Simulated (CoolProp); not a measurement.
Saturation properties of ammonia (Tc = 132.4 °C, pc = 11360 kPa, ω = 0.256).

Model: reference Helmholtz-energy equation of state, Gao 2020, in CoolProp.

```json
[
 {"T (°C)": "-64.95", "p (kPa)": "15.63", "liquid cp (kJ/(kg K))": "4.345", "liquid viscosity (µPa s)": "430", "liquid conductivity (mW/(m K))": "774"},
 {"T (°C)": "-55.85", "p (kPa)": "28.53", "liquid cp (kJ/(kg K))": "4.379", "liquid viscosity (µPa s)": "362", "liquid conductivity (mW/(m K))": "742"},
 {"T (°C)": "-46.85", "p (kPa)": "49.00", "liquid cp (kJ/(kg K))": "4.414", "liquid viscosity (µPa s)": "311", "liquid conductivity (mW/(m K))": "710"},
 {"T (°C)": "-37.75", "p (kPa)": "80.71", "liquid cp (kJ/(kg K))": "4.449", "liquid viscosity (µPa s)": "271", "liquid conductivity (mW/(m K))": "680"},
 {"T (°C)": "-28.75", "p (kPa)": "126.8", "liquid cp (kJ/(kg K))": "4.483", "liquid viscosity (µPa s)": "239", "liquid conductivity (mW/(m K))": "650"},
 {"T (°C)": "-19.75", "p (kPa)": "192.1", "liquid cp (kJ/(kg K))": "4.518", "liquid viscosity (µPa s)": "213", "liquid conductivity (mW/(m K))": "621"},
 {"T (°C)": "-10.65", "p (kPa)": "283.0", "liquid cp (kJ/(kg K))": "4.557", "liquid viscosity (µPa s)": "192", "liquid conductivity (mW/(m K))": "592"},
 {"T (°C)": "-1.65", "p (kPa)": "403.4", "liquid cp (kJ/(kg K))": "4.601", "liquid viscosity (µPa s)": "173", "liquid conductivity (mW/(m K))": "564"},
 {"T (°C)": "7.45", "p (kPa)": "562.5", "liquid cp (kJ/(kg K))": "4.652", "liquid viscosity (µPa s)": "157", "liquid conductivity (mW/(m K))": "537"}
]
```

It boils at -33.3 °C under 1 atm.

Viscosity comes from a separate model (Fenghour 1995). Thermal conductivity comes from a separate model (Tufeu 1984).
